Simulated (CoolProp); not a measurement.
Computed with CoolProp (reference Helmholtz-energy equation of state, Zhou 2011).

Task: For dimethyl carbonate, give the phase and the speed of sound (m/s) at 600 K and 245 kPa; 600 K and 491 kPa; 600 K and 1960 kPa.

Result: 
- 600 K and 245 kPa: gas; speed of sound 238
- 600 K and 491 kPa: gas; speed of sound 236
- 600 K and 1960 kPa: gas; speed of sound 217
